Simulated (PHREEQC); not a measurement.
A solution holds 0.28 mol/kgw H2SO4 and 0.002 mol/kgw ZnSO4, at 25 °C. It is in equilibrium with CO2 at log p = 0 (atm). Otherwise closed; pH follows from the charge balance.

Model: ion-association model, phreeqc.dat, run in PHREEQC.

No solid was allowed to form.

Task: Estimate the pH, activity of water, specific conductance.

Result: pH 0.62; activity of water 0.989; specific conductance 93300 µS/cm.

Task: In which forms is S present?

Result: HSO4- 88 %, SO4-2 12 % of the S.
